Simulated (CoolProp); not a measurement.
Values from CoolProp's reference Helmholtz-energy equation of state, Bücker 2006.

### Question
For ethane, give the phase and the cv (kJ/(kg K)), speed of sound (m/s), viscosity (µPa s), conductivity (mW/(m K)) at 620 K and 1.35 MPa; 620 K and 1.89 MPa.

### Answer
- 620 K and 1.35 MPa: gas; cv 2.76, speed of sound 433, viscosity 17.8, conductivity 77.7
- 620 K and 1.89 MPa: gas; cv 2.77, speed of sound 433, viscosity 17.9, conductivity 77.8

Viscosity comes from a separate model (Friend 1991). Thermal conductivity comes from a separate model (Friend 1991).
